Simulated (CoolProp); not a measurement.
Vapour-liquid equilibrium of ethanol (1) + n-octane (2) at 418 K; x and y are mole fractions of (1).

Computed with CoolProp (multi-fluid Helmholtz-energy mixture model, Schroeder 2014 and Beckmüller 2019; pair parameters Bell 2016).

```tsv
x	bubble pressure (MPa)	y at the bubble point	dew pressure at overall composition x (MPa)	liquid density (mol/L)
0.05	0.3080	0.451	0.1770	5.339
0.125	0.4541	0.632	0.1926	5.591
0.2	0.5474	0.701	0.2110	5.874
0.275	0.6085	0.737	0.2331	6.194
0.35	0.6507	0.761	0.2602	6.560
0.425	0.6826	0.779	0.2940	6.982
0.5	0.7094	0.795	0.3376	7.474
0.575	0.7339	0.812	0.3956	8.050
0.65	0.7579	0.831	0.4756	8.730
0.725	0.7819	0.853	0.5874	9.541
0.8	0.8058	0.881	0.7172	10.51
0.875	0.8287	0.917	0.8009	11.69
0.95	0.8492	0.963	0.8442	13.13
```

No azeotrope shows between x = 0.05 and 0.95.

Pair parameters are fitted to limited data, so mixtures are less certain than the pure fluids. With so large a gap from Raoult's law the liquid may split in two, which this calculation doesn't test in full.
